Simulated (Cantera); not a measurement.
**SiCl4 + NO (silicon oxide and oxynitride deposition)**

A closed system holds: 1 mol SiCl4, 17 mol NO, held at 1000 Pa.

Equilibrium computed with Cantera from the NASA thermochemical tables; the gas is ideal and each condensed phase is pure. Candidate condensed phases: Si, SiO2, Si2N2O, Si3N4; 23 gas species. Rates play no part.

| T (K) | log p N2 | log p O2 | log p Cl2 | log p Cl | log p NO | log p ClO | log p NO2 | n SiO2(α-quartz) | n SiO2(β-quartz) |
|---|---|---|---|---|---|---|---|---|---|
| 823 | -2.33 | -2.38 | -2.95 | -6.28 | -7.49 | -8.43 | -8.96 | 1.00 | 0 |
| 848 | -2.33 | -2.38 | -2.95 | -6.05 | -7.32 | -8.24 | -8.90 | 0 | 1.00 |
| 873 | -2.33 | -2.38 | -2.95 | -5.83 | -7.16 | -8.06 | -8.84 | 0 | 1.00 |
| 898 | -2.33 | -2.38 | -2.95 | -5.62 | -7.01 | -7.89 | -8.78 | 0 | 1.00 |
| 923 | -2.33 | -2.38 | -2.96 | -5.43 | -6.87 | -7.73 | -8.73 | 0 | 1.00 |
| 948 | -2.33 | -2.38 | -2.96 | -5.24 | -6.73 | -7.58 | -8.68 | 0 | 1.00 |
| 973 | -2.33 | -2.38 | -2.96 | -5.07 | -6.60 | -7.43 | -8.63 | 0 | 1.00 |
| 998 | -2.33 | -2.38 | -2.96 | -4.90 | -6.48 | -7.30 | -8.59 | 0 | 1.00 |
| 1023 | -2.33 | -2.38 | -2.96 | -4.74 | -6.36 | -7.17 | -8.55 | 0 | 1.00 |
| 1048 | -2.33 | -2.38 | -2.96 | -4.59 | -6.25 | -7.04 | -8.51 | 0 | 1.00 |
| 1073 | -2.33 | -2.38 | -2.96 | -4.45 | -6.14 | -6.93 | -8.47 | 0 | 1.00 |
| 1098 | -2.33 | -2.38 | -2.96 | -4.31 | -6.04 | -6.82 | -8.43 | 0 | 1.00 |
log p: log10 of the partial pressure in bar; n: condensed amount in mol.

At 823 K the condensed part is SiO2(α-quartz). From 848 K to 1098 K the condensed part is SiO2(β-quartz).
